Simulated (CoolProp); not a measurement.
Vinyl chloride at 293.15 K and 1.64 MPa is throttled through a valve to 0.948 MPa with no heat exchange. Each further row changes one setting.

The numbers come from the reference Helmholtz-energy equation of state, Thol 2022 in CoolProp.

| case | temperature change (K) | final phase | final density (kg/m³) |
|---|---|---|---|
| as stated | ___ | liquid | 910 |
| outlet pressure 0.284 MPa | ___ | ___ | ___ |
| outlet pressure 1.23 MPa | ___ | liquid | 910 |

**Question.** Complete the blanks.

**Answer.** 
- as stated, temperature change (K): +0.2
- outlet pressure 0.284 MPa, temperature change (K): -5.6
- outlet pressure 0.284 MPa, final phase: two-phase, vapour fraction 0.027
- outlet pressure 0.284 MPa, final density (kg/m³): 221
- outlet pressure 1.23 MPa, temperature change (K): +0.1
